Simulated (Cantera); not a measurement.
Catalytic stagnation flow on Pt

A jet of CH₄ : O₂ : N₂ = 0.014 : 0.054 : 0.79 (molar parts) at 300 K and 0.340 bar hits a platinum plate 9.7 cm away at a mass flux of 0.19 kg/m²/s; the plate temperature is set and raised in steps from an oxygen-covered start.

Computed with Cantera and Deutschmann's 1995 Pt surface mechanism with GRI-Mech 3.0 gas chemistry. Catalytic surfaces can have several steady states; this one follows from the mechanism file's or the stated starting coverage.

| plate T (K) | wall x CH₄ | wall x O₂ | wall x H₂O | wall x OH | wall x CO | wall x CO₂ | θ free Pt | θ O* | θ OH* |
|---|---|---|---|---|---|---|---|---|---|
| 950 | 0.00468 | 0.0383 | 0.0216 | 4.50e-8 | 2.36e-6 | 0.0142 | 0.249 | 0.749 | 0.00200 |
| 1000 | 0.00310 | 0.0350 | 0.0245 | 1.17e-7 | 2.11e-6 | 0.0162 | 0.319 | 0.679 | 0.00191 |
| 1050 | 0.00217 | 0.0330 | 0.0261 | 2.74e-7 | 1.96e-6 | 0.0173 | 0.388 | 0.610 | 0.00175 |
| 1100 | 0.00160 | 0.0318 | 0.0271 | 5.85e-7 | 1.90e-6 | 0.0179 | 0.455 | 0.543 | 0.00156 |
| 1150 | 0.00124 | 0.0311 | 0.0277 | 1.16e-6 | 1.92e-6 | 0.0183 | 0.520 | 0.479 | 0.00138 |
| 1200 | 0.000991 | 0.0307 | 0.0280 | 2.15e-6 | 2.01e-6 | 0.0185 | 0.580 | 0.419 | 0.00120 |
| 1250 | 0.000770 | 0.0306 | 0.0282 | 3.78e-6 | 2.45e-6 | 0.0185 | 0.636 | 0.363 | 0.00104 |
| 1300 | 0.000545 | 0.0302 | 0.0286 | 6.35e-6 | 3.38e-6 | 0.0186 | 0.688 | 0.311 | 0.000905 |
x: mole fraction at the wall; θ: surface coverage.
